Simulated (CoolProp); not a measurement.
The numbers come from the reference Helmholtz-energy equation of state, Tillner-Roth 1997 in CoolProp.

Question: For CH2F2 (R32), give the phase and the cv (kJ/(kg K)) at 287.3 K and 1.16 bar; 302.7 K and 1.16 bar; 380.1 K and 1.16 bar.

Answer: 
- 287.3 K and 1.16 bar: gas; cv 0.666
- 302.7 K and 1.16 bar: gas; cv 0.684
- 380.1 K and 1.16 bar: gas; cv 0.798
